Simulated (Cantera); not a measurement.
An isothermal, constant-pressure homogeneous reactor starts with C2H6 : N2 = 1 : 65 (molar parts), at 1450 K and 0.138 atm.

Cantera simulation using GRI-Mech 3.0 (53 species, 325 reactions); the numbers are that mechanism's predictions, not measurements. GRI-Mech 3.0 stops at C3 and has no aromatics, soot or wall deposition, so with more carbon than oxygen in the feed, carbon stays in small species such as C2H2 where larger ones or solid carbon would form.

x: mole fraction; the columns are a selection and need not sum to one.

```json
[
 {"t (s)": "3.00e-6", "x C2H6": "0.0151", "x CH4": "1.21e-8", "x CH3": "8.81e-6", "x H2": "1.44e-9", "x C2H4": "(withheld)"},
 {"t (s)": "9.68e-6", "x C2H6": "0.0151", "x CH4": "1.25e-7", "x CH3": "2.83e-5", "x H2": "2.16e-8", "x C2H4": "(withheld)"},
 {"t (s)": "3.13e-5", "x C2H6": "0.0151", "x CH4": "1.29e-6", "x CH3": "9.03e-5", "x H2": "6.60e-7", "x C2H4": "(withheld)"},
 {"t (s)": "0.000101", "x C2H6": "0.0150", "x CH4": "1.30e-5", "x CH3": "0.000275", "x H2": "2.50e-5", "x C2H4": "(withheld)"},
 {"t (s)": "0.000326", "x C2H6": "0.0140", "x CH4": "0.000121", "x CH3": "0.000697", "x H2": "0.000617", "x C2H4": "(withheld)"},
 {"t (s)": "0.00105", "x C2H6": "0.00962", "x CH4": "0.000812", "x CH3": "0.000908", "x H2": "0.00433", "x C2H4": "(withheld)"},
 {"t (s)": "0.00339", "x C2H6": "0.00221", "x CH4": "0.00262", "x CH3": "0.000449", "x H2": "0.0124", "x C2H4": "(withheld)"},
 {"t (s)": "0.0110", "x C2H6": "7.88e-5", "x CH4": "0.00330", "x CH3": "9.05e-5", "x H2": "0.0190", "x C2H4": "(withheld)"},
 {"t (s)": "0.0354", "x C2H6": "4.84e-6", "x CH4": "0.00331", "x CH3": "2.39e-5", "x H2": "0.0218", "x C2H4": "(withheld)"},
 {"t (s)": "0.114", "x C2H6": "8.62e-7", "x CH4": "0.00330", "x CH3": "1.02e-5", "x H2": "0.0234", "x C2H4": "(withheld)"},
 {"t (s)": "0.368", "x C2H6": "5.75e-7", "x CH4": "0.00327", "x CH3": "8.47e-6", "x H2": "0.0244", "x C2H4": "(withheld)"},
 {"t (s)": "1.19", "x C2H6": "5.55e-7", "x CH4": "0.00319", "x CH3": "8.35e-6", "x H2": "0.0247", "x C2H4": "2.76e-5"},
 {"t (s)": "3.84", "x C2H6": "4.82e-7", "x CH4": "0.00296", "x CH3": "7.80e-6", "x H2": "0.0250", "x C2H4": "2.71e-5"},
 {"t (s)": "12.4", "x C2H6": "3.21e-7", "x CH4": "0.00239", "x CH3": "6.41e-6", "x H2": "0.0259", "x C2H4": "2.65e-5"},
 {"t (s)": "40.0", "x C2H6": "1.21e-7", "x CH4": "0.00142", "x CH3": "3.97e-6", "x H2": "0.0273", "x C2H4": "2.65e-5"}
]
```

### Question
Fill in the missing entries.

### Answer

- 3.00e-6, x C2H4: 1.81e-9
- 9.68e-6, x C2H4: 3.92e-8
- 3.13e-5, x C2H4: 9.95e-7
- 0.000101, x C2H4: 2.90e-5
- 0.000326, x C2H4: 0.000655
- 0.00105, x C2H4: 0.00427
- 0.00339, x C2H4: 0.00859
- 0.0110, x C2H4: 0.00544
- 0.0354, x C2H4: 0.00274
- 0.114, x C2H4: 0.00114
- 0.368, x C2H4: 0.000177
